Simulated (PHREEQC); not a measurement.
A PHREEQC input (ion-association model, wateq4f.dat):

```
SOLUTION 1
  temp 25
  units mg/L
  pH 7.31
  pe 10.1
  Na 74.1
  K 171
  Ca 117
  Mg 41.6
  Cl 28.7
  S(6) 345 as SO4
  Alkalinity 497 as HCO3
  Si 0.101 as SiO2
  B 0.25
  O(0) 0.155
  Ni 1.74
END
USE solution 1
EQUILIBRIUM_PHASES 1
  Chalcedony 0 0
  Quartz 0 0.5
  CO2(g) 2 10
END
```

The run finishes without an error or a warning.

Its last state differs from that of the intended input:

| quantity | as run | intended |
|---|---|---|
| pH | 3.70 | 7.65 |
| ionic strength (mol/kgw) | 0.0215 | 0.0211 |
| CaCO3 (mol/kgw) | 3.80e-9 | 3.19e-5 |
| NiCO3 (mol/kgw) | 1.14e-7 | 2.76e-5 |
| CO3-2 (mol/kgw) | 2.89e-9 | 2.44e-5 |
| MgCO3 (mol/kgw) | 1.25e-9 | 1.06e-5 |
| SI of Magnesite (MgCO3) | -3.85 | +0.08 |

### Question
One thing in the input isn't as intended. What explains the difference?

### Answer
This is not unique; one that fits is The fault: the CO2 pressure typed with the wrong sign of its logarithm. The line should read `CO2(g) -2` where the input has `CO2(g) 2`.
